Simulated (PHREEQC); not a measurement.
1.4 g of hydrous ferric oxide (600 m²/g; 0.2 weak and 0.005 strong sites per Fe, Dzombak-Morel constants, diffuse double layer) in 1 kg of water with 0.05 mol/kgw of an inert sodium salt and 0.00019 mol/kgw Na2SO4, 0.0001 mol/kgw PbCl2 and 7.7e-05 mol/kgw CaCl2, at 25 °C; the pH is set by adding NaOH or the inert anion's acid. Oxygen alone is held at its pressure in air (log pO2 = -0.68). No CO2 enters from the air. No solid was allowed to form.

The series has 17 steps of pH, from 4 to 12.

Computed with PHREEQC (ion-association model, wateq4f.dat).

**Question.** Near which pH is half of the S sorbed, and on which side is more sorbed?

**Answer.** Near pH 6.7, with more sorbed at lower pH.

**Question.** Near which pH is half of the Ca sorbed, and on which side is more sorbed?

**Answer.** Near pH 8.5, with more sorbed at higher pH.
